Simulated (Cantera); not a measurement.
Input (Python, Cantera) and output of one run.

```python
import numpy as np
import cantera as ct

gas_names = """
    C CH CH2 CH3 CH2OH CH3O CH4 CH3OH CO CO2 COOH C2 C2H CHCO,ketyl C2H2,acetylene C2H2,vinylidene
    CH2CO,ketene C2H3,vinyl CH3CO,acetyl C2H4 C2H4O,ethylen CH3CHO,ethanal CH3COOH (HCOOH)2 C2H5 C2H6
    CH3OCH3 C2H5OH C2O C3 C3H3,propargyl C3H4,allene C3H4,propyne C3H4,cyclo- C3H5,allyl C3H6,propylene
    C3H6,cyclo- C3H6O C3H7,n-propyl C3H7,i-propyl C3H8 C3H8O,1propanol C3H8O,2propanol C3O2 C4 C4H2
    C4H4,1,3-cyclo- C4H6,butadiene C4H6,2-butyne C4H6,cyclo- C4H8,1-butene C4H8,cis2-buten
    C4H8,tr2-butene C4H8,isobutene C4H8,cyclo- (CH3COOH)2 C4H9,n-butyl C4H9,i-butyl C4H9,s-butyl
    C4H9,t-butyl C4H10,isobutane C4H10,n-butane C5 C5H6,1,3cyclo- C5H8,cyclo- C5H10,1-pentene
    C5H10,cyclo- C5H11,pentyl C5H11,t-pentyl C5H12,n-pentane C5H12,i-pentane CH3C(CH3)2CH3 C6H2
    C6H5,phenyl C6H5O,phenoxy C6H6 C6H5OH,phenol C6H10,cyclo- C6H12,1-hexene C6H12,cyclo- C6H13,n-hexyl
    C7H7,benzyl C7H8 C7H8O,cresol C7H14,1-heptene C7H15,n-heptyl C7H16,n-heptane C8H8,styrene
    C8H10,ethylbenz C8H16,1-octene C8H17,n-octyl C8H18,isooctane C8H18,n-octane C9H19,n-nonyl
    C10H8,naphthale C10H21,n-decyl C12H9,o-bipheny C12H10,bipheny H HCO HO2 H2 HCHO,formaldehy HCOOH H2O
    H2O2 O OH O2 O3
""".split()
cond_names = """
    C(gr) C6H6(L) C7H8(L) C8H18(L),n-octa H2O(s) H2O(L)
""".split()


def load(file, names, dense=False):
    # The tables refer to 1 bar. Condensed volumes are neglected.
    table = {s.name: s for s in ct.Species.list_from_file(file)}
    out = []
    for n in names:
        d = dict(table[n].input_data)
        d["thermo"] = dict(d["thermo"], **{"reference-pressure": 1e5})
        if dense:
            d["equation-of-state"] = {"model": "constant-volume", "density": "1e6 g/cm^3"}
        out.append(ct.Species.from_dict(d))
    return out


gas = ct.Solution(thermo="ideal-gas", species=load("nasa_gas.yaml", gas_names))
cond = {s.name: ct.Solution(thermo="fixed-stoichiometry", species=[s], name=s.name)
        for s in load("nasa_condensed.yaml", cond_names, dense=True)}
atoms = {
    'C2H4': {'C': 2, 'H': 4},
    'O2': {'O': 2},
}
top_T = {'C(gr)': 4500}  # K; cautious upper limits of use, not melting points


def equilibrate(T, P, feed):
    n = {}
    for name, mol in feed.items():
        for a, k in atoms[name].items():
            n[a] = n.get(a, 0.0) + k * mol
    gas.TPX = T, P, n
    mass = sum(n.values()) * gas.mean_molecular_weight
    gas.equilibrate("TP")
    valid = [c for c in cond.values() if c.min_temp <= T <= top_T.get(c.name, c.max_temp)]
    mix = ct.Mixture([(gas, mass / gas.mean_molecular_weight)] + [(c, 0.0) for c in valid])
    mix.T, mix.P = T, P
    mix.equilibrate("TP", solver="vcs", rtol=1e-11, max_steps=5000)
    return mix


results = []
T = 2200  # K
P = 140000  # Pa
for m in [0.029, 0.04, 0.054, 0.072, 0.098, 0.13, 0.18, 0.24, 0.33, 0.44, 0.6, 0.81, 1.1]:
    feed = {'C2H4': 1, 'O2': m}  # mol
    mix = equilibrate(T, P, feed)
    results.append((T, P, feed, dict(zip(mix.species_names, mix.species_moles))))

top = {s: max(r[3][s] / sum(r[3][g] for g in gas_names) for r in results) for s in gas_names}
cols = sorted((s for s in top if top[s] > 1e-06), key=lambda s: -top[s])[:8]
seen = [c for c in cond_names if any(r[3].get(c, 0) > 1e-12 for r in results)]
print("log10 of partial pressures in bar; condensed amounts in mol")
print(f"{'n(O2)':>10s}" + "".join(f"{s[:9]:>10s}" for s in cols + seen))
for T, P, feed, n in results:
    ng = sum(n[g] for g in gas_names)
    print(f"{feed['O2']:10.4g}" + "".join(f"{np.log10(max(n[s] / ng * P / 1e5, 1e-99)):10.3f}" for s in cols)
          + "".join(f"{n.get(c, 0):10.4g}" for c in seen))
```

Output:

```
log10 of partial pressures in bar; condensed amounts in mol
     n(O2)        H2        CO       H2O       CO2         H C2H2,acet       CH4        OH     C(gr)
     0.029     0.130    -1.405    -5.518    -7.776    -2.184    -2.461    -3.320    -8.688     1.931
      0.04     0.126    -1.270    -5.388    -7.506    -2.186    -2.466    -3.329    -8.555     1.909
     0.054     0.120    -1.145    -5.269    -7.257    -2.189    -2.471    -3.340    -8.434     1.881
     0.072     0.113    -1.028    -5.159    -7.022    -2.193    -2.479    -3.355    -8.320     1.845
     0.098     0.102    -0.904    -5.046    -6.775    -2.198    -2.489    -3.376    -8.202     1.793
      0.13     0.090    -0.794    -4.948    -6.554    -2.204    -2.502    -3.401    -8.098     1.729
      0.18     0.071    -0.671    -4.844    -6.309    -2.214    -2.520    -3.438    -7.984     1.629
      0.24     0.049    -0.568    -4.763    -6.103    -2.225    -2.542    -3.482    -7.892     1.509
      0.33     0.019    -0.460    -4.685    -5.887    -2.240    -2.572    -3.542    -7.799     1.329
      0.44    -0.016    -0.370    -4.629    -5.706    -2.257    -2.607    -3.611    -7.726     1.109
       0.6    -0.061    -0.281    -4.586    -5.528    -2.280    -2.653    -3.703    -7.660    0.7893
      0.81    -0.115    -0.204    -4.563    -5.374    -2.307    -2.706    -3.810    -7.610    0.3694
       1.1    -0.195    -0.163    -1.236    -1.927    -2.347    -9.517    -7.335    -4.244         0
```

These are equilibrium values from Cantera (NASA tables, ideal gas, pure condensed phases), not measurements of a reactor.
